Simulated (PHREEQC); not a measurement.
Consider water at 20 °C with 5 mmol/kgw HCl, 0.072 mmol/kgw AlCl3 and 0.22 mmol/kgw CuCl2. Closed to the air; pH follows from the charge balance.

Model: ion-association model, phreeqc.dat, run in PHREEQC.

Precipitation was switched off in this run.

What pH does the model give?

pH 2.33.

Complexes and solids missing from the database can't appear.
